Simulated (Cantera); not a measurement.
## Equilibrium for roasting and sulfation: MgO + H₂S + O₂

Input: 1 mol MgO, 1.4 mol H₂S, 3.8 mol O₂, equilibrated at 1900000 Pa.

These are equilibrium values from Cantera (NASA tables, ideal gas, pure condensed phases), not measurements of a reactor. Candidate condensed phases: H₂O, H₂SO₄, Mg, MgO, Mg(OH)₂, MgS, MgSO₄, S; 26 gas species. Rates play no part.

```json
[
 {"T (K)": "650", "x H₂O": "0.446", "x O₂": "0.439", "x SO₂": "2.40e-6", "x SO₃": "0.00733", "x H₂SO₄": "0.107", "x OH": "3.85e-12", "n H₂SO₄(l)": "0.139", "n MgSO₄(s)": "1.00", "n MgSO₄(l)": "0", "n MgO(s)": "0"},
 {"T (K)": "750", "x H₂O": "0.454", "x O₂": "0.390", "x SO₂": "0.000251", "x SO₃": "0.0633", "x H₂SO₄": "0.0925", "x OH": "2.05e-10", "n H₂SO₄(l)": "0", "n MgSO₄(s)": "1.00", "n MgSO₄(l)": "0", "n MgO(s)": "0"},
 {"T (K)": "850", "x H₂O": "0.484", "x O₂": "0.369", "x SO₂": "0.00296", "x SO₃": "0.113", "x H₂SO₄": "0.0307", "x OH": "4.44e-9", "n H₂SO₄(l)": "0", "n MgSO₄(s)": "1.00", "n MgSO₄(l)": "0", "n MgO(s)": "0"},
 {"T (K)": "950", "x H₂O": "0.492", "x O₂": "0.365", "x SO₂": "0.0137", "x SO₃": "0.121", "x H₂SO₄": "0.00856", "x OH": "5.01e-8", "n H₂SO₄(l)": "0", "n MgSO₄(s)": "1.00", "n MgSO₄(l)": "0", "n MgO(s)": "0"},
 {"T (K)": "1050", "x H₂O": "0.490", "x O₂": "0.370", "x SO₂": "0.0369", "x SO₃": "0.101", "x H₂SO₄": "0.00242", "x OH": "3.56e-7", "n H₂SO₄(l)": "0", "n MgSO₄(s)": "1.00", "n MgSO₄(l)": "0", "n MgO(s)": "0"},
 {"T (K)": "1150", "x H₂O": "0.483", "x O₂": "0.379", "x SO₂": "0.0670", "x SO₃": "0.0705", "x H₂SO₄": "0.000691", "x OH": "1.80e-6", "n H₂SO₄(l)": "0", "n MgSO₄(s)": "1.00", "n MgSO₄(l)": "0", "n MgO(s)": "0"},
 {"T (K)": "1250", "x H₂O": "0.477", "x O₂": "0.387", "x SO₂": "0.0924", "x SO₃": "0.0437", "x H₂SO₄": "0.000205", "x OH": "7.00e-6", "n H₂SO₄(l)": "0", "n MgSO₄(s)": "1.00", "n MgSO₄(l)": "0", "n MgO(s)": "0"},
 {"T (K)": "1350", "x H₂O": "0.473", "x O₂": "0.392", "x SO₂": "0.109", "x SO₃": "0.0261", "x H₂SO₄": "6.62e-5", "x OH": "2.23e-5", "n H₂SO₄(l)": "0", "n MgSO₄(s)": "1.00", "n MgSO₄(l)": "0", "n MgO(s)": "0"},
 {"T (K)": "1450", "x H₂O": "0.470", "x O₂": "0.395", "x SO₂": "0.119", "x SO₃": "0.0158", "x H₂SO₄": "2.39e-5", "x OH": "6.07e-5", "n H₂SO₄(l)": "0", "n MgSO₄(s)": "0", "n MgSO₄(l)": "1.00", "n MgO(s)": "0"},
 {"T (K)": "1550", "x H₂O": "0.315", "x O₂": "0.371", "x SO₂": "0.292", "x SO₃": "0.0226", "x H₂SO₄": "1.48e-5", "x OH": "0.000117", "n H₂SO₄(l)": "0", "n MgSO₄(s)": "0", "n MgSO₄(l)": "0", "n MgO(s)": "1.000"},
 {"T (K)": "1650", "x H₂O": "0.313", "x O₂": "0.373", "x SO₂": "0.299", "x SO₃": "0.0148", "x H₂SO₄": "6.61e-6", "x OH": "0.000251", "n H₂SO₄(l)": "0", "n MgSO₄(s)": "0", "n MgSO₄(l)": "0", "n MgO(s)": "1.000"}
]
```
x: gas mole fraction; n: condensed amount in mol.

At 650 K the condensed part is H₂SO₄(l) + MgSO₄(s). From 750 K to 1350 K the condensed part is MgSO₄(s). At 1450 K the condensed part is MgSO₄(l). From 1550 K to 1650 K the condensed part is MgO(s).
